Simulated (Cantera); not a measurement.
A closed system holds: 1 mol CS2, 3 mol O2, held at 0.100 bar.

Method: chemical equilibrium by Gibbs-energy minimisation in Cantera with the NASA 1993 tables (ideal gas, pure condensed phases). Candidate condensed phases: C, S; 22 gas species. The numbers say what is thermodynamically allowed, not how fast it happens. All values below are at 1452 °C.

Base state: SO2 0.665, CO2 0.330, CO 0.00252, O2 0.00143, SO 0.000458, SO3 0.000110 (mole fractions); condensed: gas only.

Q: What changes in the equilibrium state with this change: O2 from 3 to 0.019 mol?

A: 
```csv
species,before,after
CS2,<1e-9,0.778
S2,1.15e-8,0.167
CO,0.00252,0.0360
SO2,0.665,<1e-9
CO2,0.330,1.55e-8
CS,<1e-9,0.0187
O2,0.00143,<1e-9
SO3,0.000110,<1e-9
"C(graphite), mol",0,0.127
```
